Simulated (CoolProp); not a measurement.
Properties of methanol along the isotherm 578 K.

Model: reference Helmholtz-energy equation of state, de Reuck 1993, in CoolProp.

```tsv
p (bar)	phase	speed of sound (m/s)	isothermal compressibility (1/MPa)	viscosity (µPa s)	conductivity (mW/(m K))	fugacity coefficient
14.7	gas	401.3	0.7080	18.9	51.8	0.9643
29.3	gas	387.6	0.3725	18.9	54.6	0.9283
44	gas	373.8	0.2615	19.0	57.9	0.8921
58.7	gas	360.8	0.2073	19.2	61.6	0.8562
73.4	gas	347.7	0.1770	19.7	66.0	0.8210
88	supercritical	333.9	0.1607	20.4	71.3	0.7867
103	supercritical	322.8	0.1481	21.6	77.9	0.7520
117	supercritical	315.3	0.1377	23.2	85.2	0.7203
132	supercritical	299.8	0.1420	25.6	95.1	0.6875
147	supercritical	290.8	0.1385	28.9	107	0.6554
161	supercritical	285.2	0.1314	32.6	120	0.6264
176	supercritical	294.1	0.1021	36.3	132	0.5968
191	supercritical	313.4	0.07482	39.5	141	0.5694
205	supercritical	334.1	0.05782	42.3	147	0.5462
```

Viscosity comes from a separate model (Xiang 2006). Thermal conductivity comes from a separate model (Sykioti 2013).
